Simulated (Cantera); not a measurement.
A Cantera script and what it prints.

```python
import numpy as np
import cantera as ct

gas_names = """
    B BN BO BO2 B2 B2O B2O2 B2O3 N NO NO2 NO3 N2 N2O O O2 O3
""".split()
cond_names = """
    B(b) B(L) BN(s) B2O3(L)
""".split()


# ... load() reads the species with a 1 bar reference pressure and builds the phases ...
atoms = {
    'B': {'B': 1},
    'O2': {'O': 2},
    'N2': {'N': 2},
}
top_T = {'BN(s)': 3200}  # K; cautious upper limits of use, not melting points


# ... equilibrate(T, P, feed) seeds the gas with the atoms and calls Mixture.equilibrate('TP', solver="vcs", rtol=1e-11, max_steps=5000) ...
results = []
feed = {'B': 1, 'O2': 2.2, 'N2': 40}  # mol
P = 24  # Pa
for T in [1175, 1375, 1575, 1775, 1975, 2175, 2375]:
    mix = equilibrate(T, P, feed)
    results.append((T, P, feed, dict(zip(mix.species_names, mix.species_moles))))

top = {s: max(r[3][s] / sum(r[3][g] for g in gas_names) for r in results) for s in gas_names}
cols = sorted((s for s in top if top[s] > 1e-06), key=lambda s: -top[s])[:5]
seen = [c for c in cond_names if any(r[3].get(c, 0) > 1e-12 for r in results)]
print("log10 of partial pressures in bar; condensed amounts in mol")
print(f"{'T/K':>10s}" + "".join(f"{s[:9]:>10s}" for s in cols + seen))
for T, P, feed, n in results:
    ng = sum(n[g] for g in gas_names)
    print(f"{T:10.4g}" + "".join(f"{np.log10(max(n[s] / ng * P / 1e5, 1e-99)):10.3f}" for s in cols)
          + "".join(f"{n.get(c, 0):10.4g}" for c in seen))
```

Result:

```
log10 of partial pressures in bar; condensed amounts in mol
       T/K        N2         O        O2        BO       BO2   B2O3(L)
      1175    -3.635   -10.374    -5.076   -15.665    -9.404    0.4993
      1375    -3.638    -8.737    -5.081   -11.725    -7.269    0.2669
      1575    -3.641    -7.516    -5.092    -9.574    -6.462         0
      1775    -3.642    -6.576    -5.114    -8.059    -5.990         0
      1975    -3.644    -5.846    -5.175    -6.887    -5.669         0
      2175    -3.649    -5.302    -5.328    -6.006    -5.530         0
      2375    -3.657    -4.948    -5.655    -5.480    -5.719         0
```

These are equilibrium values from Cantera (NASA tables, ideal gas, pure condensed phases), not measurements of a reactor.
